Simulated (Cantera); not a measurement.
Feed: 1 mol FeCl₃, 0.73 mol H₂, held at 775 °C and 4.88 Torr.

Method: chemical equilibrium by Gibbs-energy minimisation in Cantera with the NASA 1993 tables (ideal gas, pure condensed phases). Candidate condensed phases: Fe, FeCl₂, FeCl₃; 11 gas species. Rates play no part.

What is the equilibrium state?


```json
{
 "x(HCl)": "0.453",
 "x(FeCl₂)": "0.437",
 "x(H₂)": "0.103",
 "x(Fe₂Cl₄)": "0.00644",
 "x(FeCl₃)": "6.97e-5",
 "n(Fe(α))": "0.00218 mol",
 "gas_amount": "2.216 mol",
 "log10 activity of FeCl₂(l) (absent)": "-1.19"
}
```
